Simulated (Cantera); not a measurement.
Feed: 1 mol Fe3O4, 0.61 mol Cl2, 0.5 mol H2, held at 10.0 mbar.

Cantera equilibrium calculation (NASA polynomials, part measured and part estimated; ideal gas, pure solids and liquids). Candidate condensed phases: Fe, FeCl2, FeCl3, FeO, Fe(OH)2, Fe(OH)3, Fe2O3, Fe3O4, H2O; 22 gas species. Rates play no part. All values below are at 1175 °C.

Base state: HCl 0.656, FeCl2 0.156, H2O 0.0892, O2 0.0624, Cl 0.0272, FeCl3 0.00483, Cl2 0.00447, OH 0.000108 (mole fractions); condensed: Fe3O4(s).

Question: What changes in the equilibrium state with this change: H2 from 0.5 to 0.13 mol?

Answer: 
```tsv
species	before	after
FeCl2	0.156	0.455
HCl	0.656	0.287
O2	0.0624	0.138
H2O	0.0892	0.00513
FeCl3	0.00483	0.0314
Cl2	0.00447	0.0222
Cl	0.0272	0.0606
Fe2Cl4	1.43e-5	0.000122
OH	0.000108	3.16e-5
ClO	1.79e-5	5.93e-5
Fe3O4(s), mol	0.936	0.218
Fe2O3(s), mol	0	0.961
```
Mutual solubility and eutectic melting of coexisting phases are not modelled.

Question: What changes in the equilibrium state with this change: pressure from 10.0 mbar to 1 atm?

Answer: 
| species | before | after |
|---|---|---|
| HCl | 0.656 | 0.703 |
| FeCl2 | 0.156 | 0.129 |
| H2O | 0.0892 | 0.109 |
| O2 | 0.0624 | 0.00137 |
| FeCl3 | 0.00483 | 0.0476 |
| Cl | 0.0272 | 0.00320 |
| Fe2Cl6 | 3.27e-9 | 3.22e-5 |
| Fe2Cl4 | 1.43e-5 | 0.000987 |
| Fe3O4(s), mol | 0.936 | 0.661 |
| Fe2O3(s), mol | 0 | 0.411 |
Mutual solubility and eutectic melting of coexisting phases are not modelled.
